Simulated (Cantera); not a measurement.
A freely propagating, adiabatic, planar premixed flame of 41.0 % H2, 10.8 % O2, 40.5 % N2, 7.78 % H2O, equivalence ratio 1.9, unburnt at 525 K and 0.350 bar; mixture-averaged transport, grid criteria slope 0.08 and curve 0.16, no radiation.

Detailed kinetics in Cantera: the H2/O2 subset of GRI-Mech 3.0, which has no nitrogen chemistry. Burning velocities carry a grid error of a few per cent, more on coarse grids.

Q: Predict: laminar burning velocity; thermal thickness; peak x(HO2); peak x(H); peak x(H2O2).

A: 
| Property | Result |
|---|---|
| laminar burning velocity | 589 cm/s |
| thermal thickness | 1.58 mm |
| peak x(HO2) | 0.000184 |
| peak x(H) | 0.0890 |
| peak x(H2O2) | 9.03e-6 |
